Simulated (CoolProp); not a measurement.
A closed Brayton cycle with carbon dioxide: compressor inlet 320.15 K and 9.8 MPa, high pressure 26.4 MPa, turbine inlet 915 K, compressor efficiency 0.85, turbine efficiency 0.93, recuperator effectiveness 0 (on enthalpy, no pinch check). Each further row changes one setting.

Computed with CoolProp (reference Helmholtz-energy equation of state, Span 1996).

```
case                           thermal efficiency (%)  net work (kJ/kg)  compressor to turbine work  compressor exit (K)  turbine exit (K)
-----------------------------  ----------------------  ----------------  --------------------------  -------------------  ----------------
as stated                                        15.4               114                        0.25                377.3             783.9
turbine inlet 865 K                              15.5               105                        0.26                377.3             738.5
compressor inlet 330.15 K                        15.1               103                        0.32                406.4             783.9
high pressure 22.4 MPa                           13.1              98.1                        0.23                367.5             805.0
recuperator effectiveness 0.5                    22.9               114                        0.25                377.3             783.9
```
